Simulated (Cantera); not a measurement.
**Silicon carbide growth: CH3SiH3 + C2H4 + H2**

Input: 1 mol CH3SiH3, 0.89 mol C2H4, 8.2 mol H2, equilibrated at 1650 K.

Method: chemical equilibrium by Gibbs-energy minimisation in Cantera with the NASA 1993 tables (ideal gas, pure condensed phases). Candidate condensed phases: C, C6H6, C7H8, C8H18, Si, SiC; 87 gas species. The feed counts by its element totals alone. Equilibrium is a limit: real reactors are often held back by kinetics, nucleation or transport.

```
P (Pa)   x H2       x H     x CH4  x C2H2 (acetylene)     x Si   x C2H4    x CH3  n C(graphite)  n SiC(s)
------  -----  --------  --------  ------------------  -------  -------  -------  -------------  --------
100     0.997   0.00287   1.32e-6             4.55e-5  3.33e-6  3.30e-9  7.74e-8           1.78     1.000
400     0.999   0.00144   5.30e-6             4.55e-5  8.32e-7  1.32e-8  1.55e-7           1.78     1.000
1600    0.999  0.000718   2.12e-5             4.56e-5  2.08e-7  5.30e-8  3.11e-7           1.78     1.000
6300    1.000  0.000362   8.36e-5             4.56e-5  5.28e-8  2.09e-7  6.16e-7           1.78     1.000
25000   0.999  0.000182  0.000332             4.56e-5  1.33e-8  8.29e-7  1.23e-6           1.77     1.000
100000  0.999   9.08e-5   0.00133             4.55e-5  3.33e-9  3.31e-6  2.45e-6           1.76     1.000
```
x: gas mole fraction; n: condensed amount in mol.

From 1.00 mbar to 1.00 bar the condensed part is C(graphite) + SiC(s). The main Si-bearing gas is Si at 1.00 mbar and SiH2 at 1.00 bar.
